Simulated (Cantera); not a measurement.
## Pyrogenic steam for wet oxidation

An isothermal, constant-pressure homogeneous reactor starts with 17.2 % H2, 29.6 % O2, 53.3 % N2, equivalence ratio 0.29, at 800 K and 14000 Pa.

Computed with Cantera and the H2/O2 subset of GRI-Mech 3.0, which has no nitrogen chemistry. Radical loss at walls, strong at low pressure, is not modelled. Below about 950 K walls govern HO2 and H2O2 in real vessels. The temperature is held fixed by assumption; the heat of reaction is taken as removed at once.

```
t (s)       x H2   x O2     x HO2      x OH       x H       x O    x H2O2
--------  ------  -----  --------  --------  --------  --------  --------
0.000100   0.172  0.296    <1e-12    <1e-12    <1e-12    <1e-12    <1e-12
0.000310   0.172  0.296  3.32e-12    <1e-12  1.16e-12    <1e-12    <1e-12
0.000963   0.172  0.296  1.93e-11    <1e-12  3.22e-12    <1e-12    <1e-12
0.00299    0.172  0.296  1.31e-10    <1e-12  7.99e-12  1.73e-12    <1e-12
0.00928    0.172  0.296  8.15e-10    <1e-12  1.49e-11  3.27e-12  2.65e-12
0.0288     0.172  0.296   4.19e-9    <1e-12  2.43e-11  5.33e-12  4.47e-11
0.0894     0.172  0.296   2.88e-8  3.16e-12  8.37e-11  1.83e-11  8.33e-10
0.278      0.172  0.296   1.52e-6  1.89e-10   4.80e-9   1.05e-9   1.34e-7
0.862      0.114  0.274   3.33e-6  2.12e-10   2.44e-9  7.33e-10   5.89e-5
2.67       0.114  0.274   3.83e-6  2.85e-10   3.21e-9  9.64e-10   7.96e-5
8.30       0.114  0.274   5.57e-6  6.41e-10   6.74e-9   2.01e-9  0.000178
25.8       0.109  0.272   1.00e-5   2.53e-9   2.13e-8   6.22e-9  0.000668
80.0      0.0850  0.262   1.06e-5   3.61e-9   2.07e-8   7.19e-9  0.000862
```
x: mole fraction; the columns are a selection and need not sum to one.

Equilibrium at this temperature and pressure: H2 <1e-12, O2 0.230, HO2 1.53e-11, OH 2.00e-9, H <1e-12, O <1e-12, H2O2 3.90e-12 (gas phase only).
